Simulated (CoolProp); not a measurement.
Properties of n-undecane along the isobar 11.1 bar.

Values from CoolProp's reference Helmholtz-energy equation of state, Aleksandrov 2011. It is a short technical equation, of lower accuracy than the large ones.

```tsv
T (°C)	phase	density (kg/m³)	cp (kJ/(kg K))	cv (kJ/(kg K))	speed of sound (m/s)	expansivity (1/kK)
164.55	liquid	628.9	2.746	2.345	?	1.328
173.25	liquid	621.5	2.782	2.378	753.2	1.366
181.85	liquid	614.2	2.818	2.411	726.3	1.408
190.55	liquid	606.6	2.854	2.443	699.3	1.454
199.25	liquid	598.8	2.890	2.476	672.3	1.506
207.85	liquid	591.0	2.926	2.507	645.6	1.562
216.55	liquid	582.8	2.964	2.539	618.7	1.626
225.15	liquid	574.6	3.001	2.570	592.0	1.697
233.85	liquid	?	3.039	2.601	564.8	1.779
242.45	liquid	557.1	3.078	2.631	537.8	?
251.15	liquid	547.9	3.118	?	510.3	?
259.75	liquid	538.4	3.159	2.692	482.7	2.102
268.45	liquid	528.3	3.203	2.722	454.4	2.250
277.05	liquid	517.8	3.249	2.751	425.9	2.427
```

Problem. What belongs in the gaps?

Solution. 
- 164.55, speed of sound (m/s): 780.5
- 233.85, density (kg/m³): 565.9
- 242.45, expansivity (1/kK): 1.871
- 251.15, cv (kJ/(kg K)): 2.662
- 251.15, expansivity (1/kK): 1.978
